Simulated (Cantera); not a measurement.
An adiabatic, constant-volume homogeneous reactor starts with CH4 : O2 : N2 = 1 : 2.2 : 8.26 (molar parts), equivalence ratio 0.91, at 1048 K and 3.95 atm.

Computed with Cantera and GRI-Mech 3.0 (53 species, 325 reactions).

Problem. Predict: time of steepest temperature rise; temperature at 0.200 s; equilibrium temperature; x(O2) at 0.200 s; x(O) at 0.200 s; x(H2O2) at 0.200 s; x(NO) at 0.200 s.

Solution. 
```json
{
  "time_of_steepest_temperature_rise": "0.100 s",
  "temperature at 0.200 s": "2833 K",
  "equilibrium_temperature": "2833 K",
  "x(O2) at 0.200 s": "0.0220 (gas-phase equilibrium 0.0220)",
  "x(O) at 0.200 s": "0.00277 (gas-phase equilibrium 0.00277)",
  "x(H2O2) at 0.200 s": "1.01e-6 (gas-phase equilibrium 1.01e-6)",
  "x(NO) at 0.200 s": "0.0118 (gas-phase equilibrium 0.0118)"
}
```
